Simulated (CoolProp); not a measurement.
Properties of R22 at several states (Tc = 96.1 °C, pc = 4.990 MPa, ω = 0.221).

Values from CoolProp's reference Helmholtz-energy equation of state, Kamei 1995.

| T (°C) | p (MPa) | phase | density (kg/m³) | Joule-Thomson coefficient (K/MPa) | isothermal compressibility (1/MPa) | viscosity (µPa s) | fugacity coefficient |
|---|---|---|---|---|---|---|---|
| -59.85 | 0.0116 | gas | 0.5686 | 63.12 | 86.68 | 9.77 | 0.9946 |
| -110.15 | 0.622 | liquid | 1599 | -0.4324 | 0.0007075 | 1100 | 0.001198 |
| 178.05 | 0.046 | gas | 1.062 | 6.711 | 21.77 | 20.6 | 0.9984 |
| 24.95 | 0.322 | gas | 11.80 | 22.26 | 3.269 | 13.8 | 0.9542 |
| 149.05 | 0.0976 | gas | 2.414 | 7.999 | 10.29 | 19.4 | 0.9958 |

Viscosity comes from a separate model (Bell 2016), an estimate that may be off by 10 % or more.
